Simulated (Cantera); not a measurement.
## Thermodynamics of halide evaporation, hydrolysis and transport, feed MgCl2 + H2O + N2

Feed: 1 mol MgCl2, 0.74 mol H2O, 330 mol N2, held at 7.70 Pa.

Equilibrium computed with Cantera from the NASA thermochemical tables; the gas is ideal and each condensed phase is pure. Candidate condensed phases: H2O, Mg, MgCl2, MgO, Mg(OH)2, NH4Cl; 38 gas species. Equilibrium is a limit: real reactors are often held back by kinetics, nucleation or transport.

From 1123 K to 1723 K the condensed part is MgO(s). From 1823 K to 2223 K nothing is condensed. The main Mg-bearing gas is MgCl2 at 1123 K and Mg at 2223 K.

```tsv
T (K)	x N2	x Cl	x HCl	x H	x Mg	x O	x MgCl2	n MgO(s)
1123	0.995	9.03e-6	0.00445	1.03e-8	3.71e-11	<1e-12	0.000787	0.739
1223	0.995	3.24e-5	0.00441	1.38e-7	2.85e-9	7.05e-12	0.000794	0.736
1323	0.995	9.53e-5	0.00431	1.24e-6	1.17e-7	2.73e-10	0.000812	0.730
1423	0.995	0.000240	0.00410	8.04e-6	2.92e-6	6.09e-9	0.000842	0.720
1523	0.994	0.000549	0.00378	3.82e-5	4.42e-5	9.72e-8	0.000849	0.702
1623	0.994	0.00127	0.00336	0.000129	0.000308	1.70e-6	0.000689	0.665
1723	0.992	0.00266	0.00264	0.000331	0.00105	3.47e-5	0.000348	0.528
1823	0.988	0.00406	0.00169	0.000776	0.00286	0.000350	0.000108	0
1923	0.987	0.00488	0.00107	0.00191	0.00297	0.000761	1.08e-5	0
2023	0.986	0.00547	0.000502	0.00320	0.00298	0.00131	1.19e-6	0
2123	0.985	0.00578	0.000187	0.00396	0.00298	0.00173	1.47e-7	0
2223	0.985	0.00590	6.50e-5	0.00426	0.00298	0.00195	2.05e-8	0
```
x: gas mole fraction; n: condensed amount in mol.
